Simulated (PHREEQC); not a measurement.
# Polishing slurry liquid

Solution (25 °C): 0.45 mol/kgw HNO3, 0.0091 mol/kgw KNO3 and 0.018 mol/kgw CuSO4. Closed to the air; pH follows from the charge balance.

The numbers come from PHREEQC with the ion-association model, wateq4f.dat.

Precipitation was switched off in this run.

### Question
What pH, activity of water does the model give?

### Answer
pH 0.48; activity of water 0.984.

### Question
In which forms is Cu present?

### Answer
Cu+2 99 %, CuSO4 1.5 % of the Cu.
